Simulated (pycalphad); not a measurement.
# Phase fractions of Ti-11.13C (at.%)

All values are pycalphad results on the COST 507 light-alloy database (1999) (1 atm), not direct measurements. The data set is of 1999 and partly superseded. Amounts are mole fractions of atoms. Diffusion is slow at the low end, where real alloys seldom reach equilibrium.

| T (K) | liquid | fcc | bcc | hcp |
|---|---|---|---|---|
| 2550 | 1.000 | - | - | - |
| 2450 | 0.952 | 0.048 | - | - |
| 2350 | 0.887 | 0.113 | - | - |
| 2250 | 0.833 | 0.167 | - | - |
| 2150 | 0.788 | 0.212 | - | - |
| 2050 | 0.752 | 0.248 | - | - |
| 1950 | 0.722 | 0.278 | - | - |
| 1850 | - | 0.299 | 0.701 | - |
| 1750 | - | 0.302 | 0.698 | - |
| 1650 | - | 0.305 | 0.695 | - |
| 1550 | - | 0.308 | 0.692 | - |
| 1450 | - | 0.311 | 0.689 | - |
| 1350 | - | 0.313 | 0.687 | - |
| 1250 | - | 0.315 | 0.685 | - |
| 1150 | - | 0.292 | - | 0.708 |
| 1050 | - | 0.297 | - | 0.703 |
| 950 | - | ___ | - | ___ |
| 850 | - | 0.304 | - | 0.696 |
| 750 | - | 0.304 | - | 0.696 |
| 650 | - | 0.304 | - | 0.696 |
| 550 | - | 0.302 | - | 0.698 |

Q: Complete the blanks.

A: 
- 950, fcc: 0.301
- 950, hcp: 0.699

The fcc model also describes the rock-salt carbide or nitride (TiC, TiN, HfC).
